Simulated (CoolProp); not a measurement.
n-hexane along the isobar 4280 kPa: density (kg/m³) from the reference equation and from simpler models built on Tc = 234.7 °C, pc = 3044 kPa, ω = 0.300; each cubic takes its own stable root.

Computed with CoolProp (reference Helmholtz-energy equation of state, Thol 2019).

| T (°C) | phase | reference |
|---|---|---|
| -42.15 | liquid | 716.3 |
| 5.05 | liquid | 676.6 |
| 52.35 | liquid | 635.0 |
| 99.55 | liquid | 590.0 |
| 146.85 | liquid | 538.5 |
| 194.05 | liquid | 473.4 |
| 241.35 | supercritical | 360.4 |
| 288.55 | supercritical | 139.6 |

Problem. How far does each simpler model (van der Waals, Redlich-Kwong, Soave-Redlich-Kwong, Peng-Robinson) lie from the reference over these 8 states: mean and median of the absolute difference, and the worst?

Solution. 
- van der Waals: mean 34.8 %, median 38.2 %, worst -40.8 % at -42.15 °C and 4280 kPa
- Redlich-Kwong: mean 13.1 %, median 12.9 %, worst -17.5 % at 241.35 °C and 4280 kPa
- Soave-Redlich-Kwong: mean 11.0 %, median 10.3 %, worst -18.9 % at 241.35 °C and 4280 kPa
- Peng-Robinson: mean 2.5 %, median 1.7 %, worst -10.7 % at 241.35 °C and 4280 kPa
